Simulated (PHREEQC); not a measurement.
1 kg of water holding 73 mmol/kgw MgCl2 and 41 mmol/kgw CaCl2 meets 20 L of dry gas (H2 0.71, N2 0.29 by moles) at fixed total pressure, at 60 °C; fugacities by Peng-Robinson. The gases take part in no redox reaction, some water evaporates into the gas, and hydrates or a liquid gas phase aren't modelled. Precipitation was switched off in this run.

Model: ion-association model, phreeqc.dat, run in PHREEQC.

Problem. Predict dissolved H2 (mol/kgw), dissolved N2 (mol/kgw) at P (atm) = 50, 75, 100.

Solution. 
```
P (atm)  dissolved H2 (mol/kgw)  dissolved N2 (mol/kgw)
-------  ----------------------  ----------------------
50                       0.0229                 0.00613
75                       0.0337                 0.00899
100                      0.0442                  0.0117
```

Species that the database lacks are ignored. Constants without temperature data keep their 25 °C values here.
